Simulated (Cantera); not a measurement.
**Dilute partial oxidation**

An isothermal, constant-pressure homogeneous reactor starts with CH2O : O2 : N2 : H2 = 0.015 : 0.018 : 1 : 0.014 (molar parts), at 1275 K and 7500 Torr.

Detailed kinetics in Cantera: GRI-Mech 3.0 (53 species, 325 reactions). The temperature is held fixed by assumption; the heat of reaction is taken as removed at once.

| t (s) | x CH2O | x O2 | x CH3 | x N2O | x NO |
|---|---|---|---|---|---|
| 0.000300 | 3.10e-9 | 0.00149 | 1.59e-10 | 2.84e-7 | 5.74e-7 |
| 0.000744 | 1.64e-9 | 0.000289 | 3.06e-11 | 2.49e-7 | 6.35e-7 |
| 0.00184 | 6.53e-10 | 2.73e-5 | 1.54e-11 | 1.14e-7 | 6.46e-7 |
| 0.00457 | 2.35e-10 | 3.86e-6 | 1.02e-11 | 5.37e-8 | 6.29e-7 |
| 0.0113 | 1.20e-10 | 8.03e-7 | 5.85e-12 | 2.91e-8 | 5.82e-7 |
| 0.0281 | 8.52e-11 | 2.04e-7 | 2.76e-12 | 1.70e-8 | 5.05e-7 |
| 0.0696 | 7.41e-11 | 5.66e-8 | 1.18e-12 | 9.22e-9 | 4.13e-7 |
| 0.172 | 7.06e-11 | 1.55e-8 | <1e-12 | 3.55e-9 | 3.22e-7 |
| 0.427 | 6.96e-11 | 3.67e-9 | <1e-12 | 7.02e-10 | 2.39e-7 |
| 1.06 | 6.95e-11 | 6.28e-10 | <1e-12 | 1.14e-10 | 1.62e-7 |
| 2.63 | 6.97e-11 | 4.80e-11 | <1e-12 | 2.17e-11 | 9.03e-8 |
| 6.51 | 6.98e-11 | <1e-12 | <1e-12 | 2.02e-12 | 3.18e-8 |
| 16.1 | 6.94e-11 | <1e-12 | <1e-12 | <1e-12 | 3.94e-9 |
| 40.0 | 6.87e-11 | <1e-12 | <1e-12 | <1e-12 | 1.56e-10 |
x: mole fraction; the columns are a selection and need not sum to one.

Equilibrium at this temperature and pressure: CH2O 6.84e-11, O2 <1e-12, CH3 <1e-12, N2O <1e-12, NO 7.77e-11 (gas phase only).
